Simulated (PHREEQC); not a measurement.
Dissolve 0.0011 mol/kgw KHSO4 and 0.0012 mol/kgw ZnSO4 at 66 °C and 50 atm. Closed to the air; pH follows from the charge balance.

Model: ion-association model, phreeqc.dat, run in PHREEQC.

This is a speciation only: nothing precipitates in the calculation.

Predict the pH.

pH 3.12.

In which forms is Zn present?

Zn+2 80 %, ZnSO4 20 % of the Zn.

Complexes and solids missing from the database can't appear. Under pressure, the constants of complexes without a molar volume in the database are unreliable. Constants without temperature data keep their 25 °C values here.
